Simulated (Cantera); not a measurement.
Charge: 1 mol CH₃F, held at 31.0 Pa.

Method: chemical equilibrium by Gibbs-energy minimisation in Cantera with the NASA 1993 tables (ideal gas, pure condensed phases). Candidate condensed phases: C, C₆H₆, C₇H₈, C₈H₁₈; 95 gas species. The numbers say what is thermodynamically allowed, not how fast it happens. All values below are at 2852 °C.

Base state: H 0.616, F 0.154, C 0.104, HF 0.0732, C₃ 0.0302, C₂ 0.0155, CF 0.00463, H₂ 0.00226 (mole fractions); condensed: gas only.

### Question
What changes in the equilibrium state with this change: pressure from 31.0 Pa to 89.0 Pa?

### Answer
```
species             before     after
----------------  --------  --------
H                    0.616     0.609
HF                  0.0732     0.144
F                    0.154     0.106
C                    0.104    0.0614
C₃                  0.0302    0.0512
C₂                  0.0155    0.0155
C₂H₂ (acetylene)   8.20e-6   6.60e-5
C₅                 3.28e-5  0.000160
C₄                 2.92e-5   8.40e-5
C₂H               0.000456   0.00130
```
